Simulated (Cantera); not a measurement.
An isothermal, constant-pressure homogeneous reactor starts with 61.7 % NH3, 38.3 % N2, at 1973 K and 0.0444 atm.

Detailed kinetics in Cantera: the gas-phase N/H chemistry of the illustrative SiF4/NH3 mechanism in the Surface Chemkin manual (1991). Walls and surfaces, which speed up NH3 decomposition in real reactors, are not modelled.

### Question
Predict: x(NH3) at 2.00 s; x(NH2) at 2.00 s; x(NH) at 2.00 s; x(H2) at 2.00 s; x(H) at 2.00 s; x(N2) at 2.00 s.

### Answer
```json
{
 "x(NH3) at 2.00 s": "0.0494 (gas-phase equilibrium 2.64e-7)",
 "x(NH2) at 2.00 s": "0.000170 (gas-phase equilibrium 6.46e-9)",
 "x(NH) at 2.00 s": "6.94e-6 (gas-phase equilibrium 1.92e-9)",
 "x(H2) at 2.00 s": "0.526 (gas-phase equilibrium 0.569)",
 "x(H) at 2.00 s": "0.000628 (gas-phase equilibrium 0.00483)",
 "x(N2) at 2.00 s": "0.424 (gas-phase equilibrium 0.426)"
}
```
